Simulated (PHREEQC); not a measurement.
# Brine

Make-up at 5 °C: 1.1 mol KCl, 0.27 mol NaHCO3 and 0.13 mol K2CO3 per kg of water. Closed to the air; pH follows from the charge balance.

Computed with PHREEQC (Pitzer model, pitzer.dat).

Precipitation was switched off in this run.

What pH, ionic strength does the model give?

pH 9.46; ionic strength 1.76 mol/kgw.

In which forms is C present?

HCO3- 67 %, CO3-2 33 % of the C.

Complexes and solids missing from the database can't appear. In brines, pH and single-ion activities rest on the MacInnes convention. Constants without temperature data keep their 25 °C values here.
